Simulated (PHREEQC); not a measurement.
1 kg of water meets 20 L of dry gas (N2 0.64, O2 0.36 by moles) at fixed total pressure, at 1 atm; fugacities by Peng-Robinson. The gases take part in no redox reaction, some water evaporates into the gas, and hydrates or a liquid gas phase aren't modelled. No solid was allowed to form.

Equilibrium calculation in PHREEQC: ion-association model, phreeqc.dat.

Q: Predict dissolved N2 (mol/kgw), p of N2 (atm), dissolved O2 (mol/kgw) at T (°C) = 20, 30, 60, 70.

A: 
| T (°C) | dissolved N2 (mol/kgw) | p of N2 (atm) | dissolved O2 (mol/kgw) |
|---|---|---|---|
| 20 | 0.000449 | 0.625 | 0.000491 |
| 30 | 0.000383 | 0.613 | 0.000408 |
| 60 | 0.000249 | 0.514 | 0.000249 |
| 70 | 0.000207 | 0.443 | 0.000203 |

At this temperature some constants are extrapolated from 25 °C, and those without enthalpy data are left unchanged.
